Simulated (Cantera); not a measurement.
Input: 1 mol PbO, 0.46 mol CO, 13 mol H2, held at 850 °C and 0.580 bar.

Equilibrium computed with Cantera from the NASA thermochemical tables; the gas is ideal and each condensed phase is pure. Candidate condensed phases: C, C6H6, C7H8, C8H18, H2O, Pb, PbO, PbO2, Pb3O4; 113 gas species. Equilibrium is a limit: real reactors are often held back by kinetics, nucleation or transport.

Problem. What is the equilibrium state?

Solution. 
```json
{
 "x(H2)": "0.893",
 "x(H2O)": "0.0722",
 "x(CO)": "0.0316",
 "x(CO2)": "0.00234",
 "x(Pb)": "0.000315",
 "x(CH4)": "0.000204",
 "n(Pb(l))": "0.996 mol",
 "gas_amount": "13.46 mol",
 "log10 activity of C(graphite) (absent)": "-1.82",
 "log10 activity of PbO2(s) (absent)": "-16.91"
}
```
